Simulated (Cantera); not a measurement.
## FeS2 + SO2 + O2 + SO3 (roasting and sulfation)

Feed: 1 mol FeS2, 0.19 mol SO2, 0.042 mol O2, 0.9 mol SO3, at 1625 K.

Equilibrium computed with Cantera from the NASA thermochemical tables; the gas is ideal and each condensed phase is pure. Candidate condensed phases: Fe, FeO, FeS, FeSO4, FeS2, Fe2O3, Fe2(SO4)3, Fe3O4, S; 12 gas species. Metal and sulfide melt together well below either melting point, which pure phases cannot show. Mutual solubility and eutectic melting of coexisting phases are not modelled. The tables' stoichiometric FeO is somewhat more stable than real wüstite, so its field is too wide. FeO, FeS: taken at fixed stoichiometry. Kinetics and transport are ignored.

| P (Pa) | x SO2 | x S2 | x SO | x S2O | n FeO(s) | n FeS(l) |
|---|---|---|---|---|---|---|
| 1000 | 0.495 | 0.464 | 0.0333 | 0.00610 | 1.000 | 0 |
| 3000 | 0.588 | 0.378 | 0.0262 | 0.00750 | 0.716 | 0.284 |
| 8800 | 0.680 | 0.291 | 0.0202 | 0.00868 | 0.451 | 0.549 |
| 26000 | 0.757 | 0.218 | 0.0151 | 0.00967 | 0.242 | 0.758 |
| 77000 | 0.818 | 0.160 | 0.0111 | 0.0105 | 0.0837 | 0.916 |
| 230000 | 0.852 | 0.128 | 0.00813 | 0.0118 | 0 | 1.00 |
| 680000 | 0.853 | 0.126 | 0.00618 | 0.0153 | 0 | 1.00 |
| 2000000 | 0.853 | 0.123 | 0.00469 | 0.0198 | 0 | 1.00 |
x: gas mole fraction; n: condensed amount in mol.

At 1000 Pa the condensed part is FeO(s). From 3000 Pa to 77000 Pa the condensed part is FeO(s) + FeS(l). From 230000 Pa to 2000000 Pa the condensed part is FeS(l).
